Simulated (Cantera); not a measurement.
## Hydrocarbon pyrolysis for carbon deposition

An isothermal, constant-pressure homogeneous reactor starts with 0.585 % C2H6, 99.4 % N2, at 1475 K and 0.000543 atm.

Computed with Cantera and GRI-Mech 3.0 (53 species, 325 reactions). GRI-Mech 3.0 stops at C3 and has no aromatics, soot or wall deposition, so with more carbon than oxygen in the feed, carbon stays in small species such as C2H2 where larger ones or solid carbon would form. Radical loss at walls, strong at low pressure, is not modelled.

```csv
t (s),x C2H6,x CH2,x H,x H2,x C2H2,x CH4
0.000300,0.00584,1.18e-12,1.89e-9,6.59e-11,<1e-12,2.22e-9
0.000739,0.00584,1.84e-11,6.21e-9,4.74e-10,<1e-12,1.34e-8
0.00182,0.00582,2.79e-10,3.38e-8,5.05e-9,<1e-12,8.14e-8
0.00448,0.00577,4.17e-9,2.82e-7,9.01e-8,1.60e-11,4.92e-7
0.0110,0.00566,6.04e-8,2.60e-6,1.97e-6,6.79e-10,2.95e-6
0.0272,0.00535,7.04e-7,2.32e-5,4.30e-5,8.16e-8,1.73e-5
0.0669,0.00421,3.54e-6,0.000114,0.000610,1.39e-5,9.65e-5
0.165,0.00135,7.54e-6,0.000279,0.00317,0.000441,0.000468
0.406,2.40e-5,5.34e-6,0.000326,0.00718,0.00278,0.000846
1.00,5.01e-7,1.65e-6,0.000165,0.00941,0.00455,0.000733
```
x: mole fraction; the columns are a selection and need not sum to one.

Equilibrium at this temperature and pressure: C2H6 <1e-12, CH2 7.31e-12, H 5.98e-5, H2 0.0115, C2H2 0.000490, CH4 1.68e-8 (gas phase only).
